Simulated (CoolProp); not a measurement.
C2F6 (R116) along the isobar 3460 kPa: Z from the reference equation and from simpler models built on Tc = 19.9 °C, pc = 3048 kPa, ω = 0.257; each cubic takes its own stable root.

Model: reference Helmholtz-energy equation of state, Lemmon 2006, in CoolProp. It is a short technical equation, of lower accuracy than the large ones.

```csv
T (°C),phase,reference,Redlich-Kwong,Soave-Redlich-Kwong,Peng-Robinson
-77.25,liquid,0.1813,0.1949,0.1888,0.1673
-70.85,liquid,0.1786,0.1924,0.1861,0.1648
-64.45,liquid,0.1763,0.1904,0.1838,0.1627
-58.05,liquid,0.1743,0.1888,0.1821,0.1611
-51.75,liquid,0.1726,?,0.1808,0.1599
-45.35,liquid,0.1713,0.1870,0.1799,0.1591
-38.95,liquid,0.1704,0.1869,0.1797,0.1589
-32.55,liquid,0.1699,0.1873,0.1800,0.1591
-26.15,liquid,0.1698,0.1884,0.1810,0.1601
-19.75,liquid,0.1703,0.1903,0.1828,0.1618
-13.35,liquid,0.1714,0.1932,0.1857,0.1644
-7.05,liquid,0.1734,0.1972,0.1898,0.1683
-0.65,liquid,0.1765,?,0.1959,0.1740
5.75,liquid,0.1814,0.2115,0.2049,?
12.15,liquid,0.1895,?,0.2191,0.1961
18.55,liquid,0.2054,0.2472,0.2455,0.2218
```

Task: Fill in the missing entries.

Result: 
- -51.75, Redlich-Kwong: 0.1877
- -0.65, Redlich-Kwong: 0.2030
- 5.75, Peng-Robinson: 0.1825
- 12.15, Redlich-Kwong: 0.2244
